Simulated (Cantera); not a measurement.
Gas activation for diamond growth

An isothermal, constant-pressure homogeneous reactor starts with 2.43 % CH₄, 97.3 % H₂, 0.243 % N₂, at 2025 K and 0.0263 atm.

Model: GRI-Mech 3.0 (53 species, 325 reactions), integrated in Cantera. GRI-Mech 3.0 stops at C3 and has no aromatics, soot or wall deposition, so with more carbon than oxygen in the feed, carbon stays in small species such as C2H2 where larger ones or solid carbon would form. Radical loss at walls, strong at low pressure, is not modelled.

```
t (s)        x CH₄   x H₂     x CH₃    x C₂H₆     x CH₂     x HCN     x C₂H
--------  --------  -----  --------  --------  --------  --------  --------
1.00e-5     0.0243  0.973   6.50e-6  2.86e-12  4.04e-11    <1e-12    <1e-12
2.66e-5     0.0243  0.973   1.54e-5  5.53e-11  3.27e-10    <1e-12    <1e-12
7.09e-5     0.0243  0.973   3.75e-5  7.91e-10   2.74e-9    <1e-12    <1e-12
0.000189    0.0242  0.973   9.60e-5   8.37e-9   2.19e-8    <1e-12    <1e-12
0.000503    0.0241  0.973  0.000250   6.58e-8   1.60e-7    <1e-12  1.86e-12
0.00134     0.0236  0.972  0.000645   3.92e-7   1.07e-6  1.26e-11  2.72e-10
0.00356     0.0220  0.970   0.00151   1.47e-6   5.72e-6  5.59e-10   2.19e-8
0.00949     0.0159  0.970   0.00198   1.66e-6   1.29e-5   1.11e-8   3.87e-7
0.0253     0.00707  0.974   0.00109   4.17e-7   9.73e-6   5.74e-8   1.25e-6
0.0673     0.00213  0.975  0.000394   4.57e-8   4.59e-6   1.55e-7   2.02e-6
0.179     0.000566  0.975  0.000120   3.71e-9   1.68e-6   2.93e-7   2.52e-6
0.477     0.000163  0.974   3.74e-5  3.34e-10   5.73e-7   4.40e-7   2.79e-6
1.27       5.95e-5  0.974   1.40e-5  4.92e-11   2.21e-7   5.86e-7   2.87e-6
3.38       3.78e-5  0.974   8.91e-6  2.22e-11   1.41e-7   7.76e-7   2.88e-6
9.00       3.65e-5  0.974   8.61e-6  2.10e-11   1.36e-7   1.20e-6   2.88e-6
```
x: mole fraction; the columns are a selection and need not sum to one.

Equilibrium at this temperature and pressure: CH₄ 3.47e-5, H₂ 0.974, CH₃ 8.18e-6, C₂H₆ 1.89e-11, CH₂ 1.29e-7, HCN 0.00242, C₂H 2.58e-6 (gas phase only).
